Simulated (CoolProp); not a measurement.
n-perfluorohexane at 295.8 K and 0.344 MPa is throttled through a valve to 0.199 MPa with no heat exchange. Each further row changes one setting.

Computed with CoolProp (reference Helmholtz-energy equation of state, Gao 2022).

```tsv
case	temperature change (K)
as stated	+0.0
outlet pressure 0.0597 MPa	+0.1
outlet pressure 0.259 MPa	+0.0
```
